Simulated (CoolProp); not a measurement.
A simple Rankine cycle with tetrahydrofuran: condensing at 313.15 K, boiler at 0.136 MPa, turbine inlet 350.4 K, turbine efficiency 0.85, pump efficiency 0.7, no recuperator. Each further row changes one setting.

The numbers come from the reference Helmholtz-energy equation of state, Fiedler 2023 in CoolProp.

```tsv
case	thermal efficiency (%)	net work (kJ/kg)	heat in (kJ/kg)	turbine exit temperature (K)	volume ratio over the turbine
as stated	8.0	38.3	477	316.3	3.11
turbine inlet 370.4 K	8.1	40.9	504	336.8	3.13
condensing temperature 305.15 K	9.7	47.9	491	307.4	4.19
boiler pressure 0.0952 MPa	5.8	27.8	478	326.5	2.23
turbine efficiency 0.75	7.1	33.8	477	320.2	3.15
```
